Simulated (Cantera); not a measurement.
Ignition delay

Mixture: CH4 : O2 : N2 = 1 : 2.78 : 10.4 (molar parts), at 1.00 atm, adiabatic and at constant pressure. Ignition delay is the time to a rise of 400 K.

Computed with Cantera and GRI-Mech 3.0 (53 species, 325 reactions).

```csv
T0 (K),delay (ms)
1100,172
1150,79.2
1200,37.9
1250,18.9
1300,9.76
1350,5.24
1400,2.92
1450,1.70
1500,1.03
```

```
Item                                                    Result
--------------------------------------------------  ----------
apparent activation energy between 1400 and 1500 K  180 kJ/mol
```
